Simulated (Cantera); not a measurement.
An isothermal plug-flow reactor at 1298 K and 82000 Pa (inlet), inlet velocity 0.84 m/s, active area per volume 190 1/m; feed 0.351 % CH4, 3.03 % O2, 95.7 % N2, 0.885 % H2O, equivalence ratio 0.23.

Model: Deutschmann's 1995 Pt surface mechanism with GRI-Mech 3.0 gas chemistry, integrated in Cantera. Catalytic surfaces can have several steady states; this one follows from the mechanism file's or the stated starting coverage. Mass transfer to the wall is taken as infinitely fast.

x: gas mole fraction; θ: surface coverage.

```json
[
 {"z (m)": "8.4e-05", "x CH4": "0.00343", "x O2": "0.0301", "x H2O": "0.00900", "x CO2": "6.65e-5", "x CO": "8.45e-6", "θ free Pt": "0.630", "θ O*": "0.369", "θ OH*": "0.000837"},
 {"z (m)": "0.00016", "x CH4": "0.00336", "x O2": "0.0300", "x H2O": "0.00913", "x CO2": "0.000132", "x CO": "9.13e-6", "θ free Pt": "0.630", "θ O*": "0.369", "θ OH*": "0.000843"},
 {"z (m)": "0.00031", "x CH4": "0.00322", "x O2": "0.0298", "x H2O": "0.00940", "x CO2": "…", "x CO": "8.93e-6", "θ free Pt": "0.631", "θ O*": "0.368", "θ OH*": "0.000854"},
 {"z (m)": "0.00061", "x CH4": "0.00296", "x O2": "0.0293", "x H2O": "0.00989", "x CO2": "0.000501", "x CO": "8.31e-6", "θ free Pt": "0.631", "θ O*": "0.368", "θ OH*": "0.000874"},
 {"z (m)": "0.0012", "x CH4": "…", "x O2": "0.0284", "x H2O": "…", "x CO2": "…", "x CO": "…", "θ free Pt": "0.633", "θ O*": "0.366", "θ OH*": "0.000908"},
 {"z (m)": "0.0023", "x CH4": "0.00180", "x O2": "0.0271", "x H2O": "0.0121", "x CO2": "0.00155", "x CO": "5.50e-6", "θ free Pt": "0.635", "θ O*": "0.364", "θ OH*": "0.000957"},
 {"z (m)": "0.0044", "x CH4": "0.000940", "x O2": "0.0255", "x H2O": "0.0137", "x CO2": "0.00233", "x CO": "3.46e-6", "θ free Pt": "0.638", "θ O*": "0.361", "θ OH*": "0.00101"},
 {"z (m)": "0.0084", "x CH4": "0.000258", "x O2": "0.0242", "x H2O": "0.0151", "x CO2": "0.00301", "x CO": "1.59e-6", "θ free Pt": "0.641", "θ O*": "0.358", "θ OH*": "0.00106"}
]
```

### Question
What belongs in the gaps?

### Answer

- 0.00031, x CO2: 0.000260
- 0.0012, x CH4: 0.00249
- 0.0012, x H2O: 0.0108
- 0.0012, x CO2: 0.000924
- 0.0012, x CO: 7.18e-6
